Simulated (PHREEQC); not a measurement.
Make-up at 20 °C: 0.054 mol/kgw NaHCO3 and 0.000121 mol/kgw K2HPO4. Closed to the air; pH follows from the charge balance.

Model: ion-association model, wateq4f.dat, run in PHREEQC.

**Question.** The ionic strength comes out as 0.0537 mol/kgw. What activity coefficients do CO3-2, OH-, NaHPO4-, H2PO4-, K+ get?

**Answer.** CO3-2 0.47, OH- 0.81, NaHPO4- 0.83, H2PO4- 0.83, K+ 0.81.

No solid was allowed to form. H3PO4, which wateq4f.dat lacks, is added to it with the constant of phreeqc.dat.
